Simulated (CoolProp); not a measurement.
A simple Rankine cycle with the fluoroketone C6F12O (FK-5-1-12): condensing at 324.15 K, boiler at 0.404 MPa, turbine inlet 384 K, turbine efficiency 0.85, pump efficiency 0.6, no recuperator. Each further row changes one setting.

Computed with CoolProp (reference Helmholtz-energy equation of state, McLinden 2015).

```json
[
 {"case": "as stated", "thermal efficiency (%)": "7.1", "net work (kJ/kg)": "9.81", "heat in (kJ/kg)": "138", "turbine exit temperature (K)": "368.9", "volume ratio over the turbine": "…"},
 {"case": "turbine inlet 404 K", "thermal efficiency (%)": "6.7", "net work (kJ/kg)": "…", "heat in (kJ/kg)": "158", "turbine exit temperature (K)": "389.1", "volume ratio over the turbine": "3.92"},
 {"case": "condensing temperature 316.15 K", "thermal efficiency (%)": "…", "net work (kJ/kg)": "12.0", "heat in (kJ/kg)": "147", "turbine exit temperature (K)": "…", "volume ratio over the turbine": "5.33"},
 {"case": "boiler pressure 0.283 MPa", "thermal efficiency (%)": "5.3", "net work (kJ/kg)": "…", "heat in (kJ/kg)": "140", "turbine exit temperature (K)": "…", "volume ratio over the turbine": "2.70"},
 {"case": "turbine efficiency 0.75", "thermal efficiency (%)": "6.2", "net work (kJ/kg)": "…", "heat in (kJ/kg)": "138", "turbine exit temperature (K)": "370.1", "volume ratio over the turbine": "4.02"}
]
```

**Question.** Complete the blanks.

**Answer.** 
- as stated, volume ratio over the turbine: 4.01
- turbine inlet 404 K, net work (kJ/kg): 10.5
- condensing temperature 316.15 K, thermal efficiency (%): 8.2
- condensing temperature 316.15 K, turbine exit temperature (K): 366.1
- boiler pressure 0.283 MPa, net work (kJ/kg): 7.41
- boiler pressure 0.283 MPa, turbine exit temperature (K): 373.5
- turbine efficiency 0.75, net work (kJ/kg): 8.62
